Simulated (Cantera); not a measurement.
**N2O furnace oxynitridation**

A perfectly stirred reactor is fed with N₂O : O₂ = 1 : 0.23 (molar parts), at 0.987 atm; it is held at 1325 K, and followed from long to short residence time.

Computed with Cantera and GRI-Mech 3.0 (53 species, 325 reactions). GRI-Mech 3.0 was tuned for natural gas; its chemistry of N2O as a main component is partial and can be far from experiment. The mechanism lacks the step 2 NO + O2 → 2 NO2, which can matter for NO2 below about 1400 K. The temperature is held fixed by assumption; the heat of reaction is taken as removed at once.

```
τ (s)    x N₂O   x O₂     x NO₂      x O     x NO
------  ------  -----  --------  -------  -------
9.1     0.0207  0.400  0.000291  2.05e-6   0.0306
4.2     0.0409  0.391  0.000361  2.84e-6   0.0387
2.0     0.0763  0.377  0.000423  3.81e-6   0.0460
0.91     0.140  0.355  0.000463  5.03e-6   0.0510
0.42     0.239  0.327  0.000453  6.34e-6   0.0504
0.19     0.374  0.292  0.000380  7.61e-6   0.0429
0.090    0.513  0.258  0.000272  8.56e-6   0.0313
0.042    0.634  0.229  0.000163  9.21e-6   0.0195
0.019    0.719  0.209   8.17e-5  9.61e-6   0.0104
0.0089   0.766  0.198   3.67e-5  9.80e-6  0.00530
```
x: mole fraction; the columns are a selection and need not sum to one.
